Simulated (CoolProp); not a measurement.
Sulfur dioxide along the isotherm 467 K: density (kg/m³) from the reference equation and from simpler models built on Tc = 430.6 K, pc = 7.887 MPa, ω = 0.256; each cubic takes its own stable root.

The numbers come from the reference Helmholtz-energy equation of state, Gao 2016 in CoolProp.

```json
[
 {"p (MPa)": "2.19", "phase": "gas", "reference": "39.10", "ideal gas": "36.13", "Redlich-Kwong": "39.19", "Peng-Robinson": "39.44"},
 {"p (MPa)": "4.38", "phase": "gas", "reference": "85.99", "ideal gas": "72.27", "Redlich-Kwong": "86.46", "Peng-Robinson": "87.44"},
 {"p (MPa)": "6.56", "phase": "gas", "reference": "145.1", "ideal gas": "108.2", "Redlich-Kwong": "146.7", "Peng-Robinson": "148.4"},
 {"p (MPa)": "8.75", "phase": "supercritical", "reference": "227.3", "ideal gas": "144.4", "Redlich-Kwong": "232.6", "Peng-Robinson": "232.4"},
 {"p (MPa)": "10.9", "phase": "supercritical", "reference": "355.4", "ideal gas": "179.8", "Redlich-Kwong": "371.6", "Peng-Robinson": "353.8"},
 {"p (MPa)": "13.1", "phase": "supercritical", "reference": "548.8", "ideal gas": "216.1", "Redlich-Kwong": "526.8", "Peng-Robinson": "504.4"},
 {"p (MPa)": "15.3", "phase": "supercritical", "reference": "685.6", "ideal gas": "252.4", "Redlich-Kwong": "616.6", "Peng-Robinson": "616.6"},
 {"p (MPa)": "17.5", "phase": "supercritical", "reference": "761.8", "ideal gas": "288.7", "Redlich-Kwong": "675.1", "Peng-Robinson": "692.5"},
 {"p (MPa)": "19.7", "phase": "supercritical", "reference": "812.4", "ideal gas": "325.0", "Redlich-Kwong": "718.8", "Peng-Robinson": "748.7"},
 {"p (MPa)": "21.9", "phase": "supercritical", "reference": "850.1", "ideal gas": "361.3", "Redlich-Kwong": "753.9", "Peng-Robinson": "793.2"},
 {"p (MPa)": "24.1", "phase": "supercritical", "reference": "880.4", "ideal gas": "397.6", "Redlich-Kwong": "783.3", "Peng-Robinson": "830.2"},
 {"p (MPa)": "26.2", "phase": "supercritical", "reference": "904.6", "ideal gas": "432.3", "Redlich-Kwong": "807.6", "Peng-Robinson": "860.4"},
 {"p (MPa)": "28.4", "phase": "supercritical", "reference": "926.6", "ideal gas": "468.6", "Redlich-Kwong": "830.1", "Peng-Robinson": "888.3"},
 {"p (MPa)": "30.6", "phase": "supercritical", "reference": "945.9", "ideal gas": "504.9", "Redlich-Kwong": "850.3", "Peng-Robinson": "913.0"},
 {"p (MPa)": "32.8", "phase": "supercritical", "reference": "963.2", "ideal gas": "541.2", "Redlich-Kwong": "868.6", "Peng-Robinson": "935.3"},
 {"p (MPa)": "35", "phase": "supercritical", "reference": "978.8", "ideal gas": "577.5", "Redlich-Kwong": "885.3", "Peng-Robinson": "955.6"}
]
```
